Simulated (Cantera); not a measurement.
Standard-state values (1 bar) from the NASA 1993 polynomials, evaluated with Cantera. Values are per mole of reaction as written; species without (g) are pure solids or liquids, kept so even where they would boil at 1 bar.

**Question.** Between 300 and 775 K, where is each reaction favourable under standard conditions?
- C + 2 CuF2 → 2 Cu + CF4(g)

**Answer.** 
- C + 2 CuF2 → 2 Cu + CF4(g): ΔG° is 95 kJ at 300 K and 24 kJ at 775 K; it stays positive (K < 1). ΔH° is 127 kJ and ΔS° 132 J/K at 775 K.
